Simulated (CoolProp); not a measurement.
Vapour-liquid equilibrium of hydrogen sulfide (1) + n-butane (2) at 0.47 bar; x and y are mole fractions of (1).

Values from CoolProp's multi-fluid Helmholtz-energy mixture model, Lemmon 2006 and Bücker 2006; pair parameters Kunz 2012.

```tsv
x	bubble temperature, mixture model (K)	bubble temperature, Raoult's law (K)	y, mixture model	y, Raoult's law
0.05	230.3	243.7	0.705	0.414
0.2	208.0	226.1	0.936	0.808
0.35	203.0	216.7	0.959	0.913
0.5	201.6	210.5	0.965	0.955
0.65	201.1	206.0	0.967	0.977
0.8	200.5	202.5	0.972	0.990
0.95	199.4	199.7	0.988	0.998
```

The largest gap from Raoult's law is -18.1 K in bubble temperature, at x = 0.2. No azeotrope shows between x = 0.05 and 0.95.

The pair parameters rest on a limited set of measurements; away from them the model extrapolates. With so large a gap from Raoult's law the liquid may split in two, which this calculation doesn't test in full.
